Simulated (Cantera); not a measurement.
# Equilibrium for aluminium nitride and oxide growth: AlCl3 + H2O + N2

Charge: 1 mol AlCl3, 7.6 mol H2O, a varied amount of N2, held at 1223 K and 3000 Pa.

Equilibrium computed with Cantera from the NASA thermochemical tables; the gas is ideal and each condensed phase is pure. Candidate condensed phases: Al, AlCl3, AlN, Al2O3, H2O, NH4Cl; 45 gas species. Rates play no part.

From 1.7 mol N2 to 580 mol N2 the condensed part is Al2O3(s).

| n(N2) (mol) | log p N2 | log p H2O | log p HCl | log p Cl | log p H2 | log p Cl2 | log p O2 | log p OH | n Al2O3(s) |
|---|---|---|---|---|---|---|---|---|---|
| 1.7 | -2.33 | -1.77 | -2.08 | -5.71 | -5.90 | -6.98 | -7.12 | -7.39 | 0.500 |
| 4 | -2.04 | -1.85 | -2.16 | -5.77 | -5.96 | -7.09 | -7.17 | -7.44 | 0.500 |
| 9.2 | -1.82 | -2.00 | -2.31 | -5.87 | -6.06 | -7.28 | -7.27 | -7.54 | 0.500 |
| 21 | -1.68 | -2.22 | -2.52 | -6.01 | -6.21 | -7.57 | -7.41 | -7.68 | 0.500 |
| 48 | -1.60 | -2.49 | -2.80 | -6.19 | -6.39 | -7.94 | -7.59 | -7.87 | 0.500 |
| 110 | -1.56 | -2.81 | -3.12 | -6.41 | -6.61 | -8.37 | -7.80 | -8.08 | 0.500 |
| 250 | -1.54 | -3.15 | -3.46 | -6.63 | -6.83 | -8.82 | -8.03 | -8.30 | 0.500 |
| 580 | -1.53 | -3.51 | -3.82 | -6.87 | -7.06 | -9.30 | -8.28 | -8.54 | 0.500 |
log p: log10 of the partial pressure in bar; n: condensed amount in mol.
